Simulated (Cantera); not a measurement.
Cantera run:

```python
import numpy as np
import cantera as ct

gas_names = """
    Fe2CL6 FeCL2
""".split()
cond_names = """
    Fe(a) Fe(c) Fe(d) Fe(L)
""".split()


def load(file, names, dense=False):
    # The tables refer to 1 bar. Condensed volumes are neglected.
    table = {s.name: s for s in ct.Species.list_from_file(file)}
    out = []
    for n in names:
        d = dict(table[n].input_data)
        d["thermo"] = dict(d["thermo"], **{"reference-pressure": 1e5})
        if dense:
            d["equation-of-state"] = {"model": "constant-volume", "density": "1e6 g/cm^3"}
        out.append(ct.Species.from_dict(d))
    return out


species = {s.name: s for s in load("nasa_gas.yaml", gas_names) + load("nasa_condensed.yaml", cond_names)}
# Each term lists the table entries of one substance; the one whose range holds T is used.
reactions = {
    'Fe2Cl6(g) + Fe = 3 FeCl2(g)':
        [(-1, ['Fe2CL6']), (-1, ['Fe(a)', 'Fe(c)', 'Fe(d)', 'Fe(L)']), (3, ['FeCL2'])],
}


def pick(names, T):
    return next(species[n] for n in names if species[n].thermo.min_temp <= T <= species[n].thermo.max_temp)


results = []
for label, terms in reactions.items():
    print(label)
    print("     T/K   dH/kJ  dS/(J/K)   dG/kJ   log10 K")
    for T in [300, 723, 873, 1023, 1173, 1323, 1473, 1623, 1773, 1923, 2073, 2223]:
        used = [(nu, pick(names, T)) for nu, names in terms]
        dH = sum(nu * s.thermo.h(T) for nu, s in used) / 1e6
        dS = sum(nu * s.thermo.s(T) for nu, s in used) / 1e3
        dG = dH - T * dS / 1e3
        logK = -dG * 1e6 / (ct.gas_constant * T * np.log(10))
        results.append((label, T, dH, dS, dG, logK, [s.name for _, s in used]))
        print(f"{T:8g} {dH:8.1f} {dS:8.1f} {dG:8.1f} {logK:8.2f}")
```

Result:

```
Fe2Cl6(g) + Fe = 3 FeCl2(g)
     T/K   dH/kJ  dS/(J/K)   dG/kJ   log10 K
     300    231.3    333.5    131.3   -22.86
     723    219.3    308.7     -3.9     0.28
     873    214.3    302.4    -49.7     2.97
    1023    207.7    295.5    -94.6     4.83
    1173    200.8    289.0   -138.3     6.16
    1323    195.8    285.1   -181.3     7.16
    1473    191.9    282.3   -223.8     7.94
    1623    188.0    279.8   -266.0     8.56
    1773    183.0    276.8   -307.7     9.07
    1923    164.4    266.6   -348.2     9.46
    2073    159.7    264.2   -388.0     9.78
    2223    155.2    262.1   -427.4    10.04
```

Source: NASA polynomial tables (part measured, part estimated), evaluated in Cantera. Condensed species are held in their standard states even where they would react or evaporate.
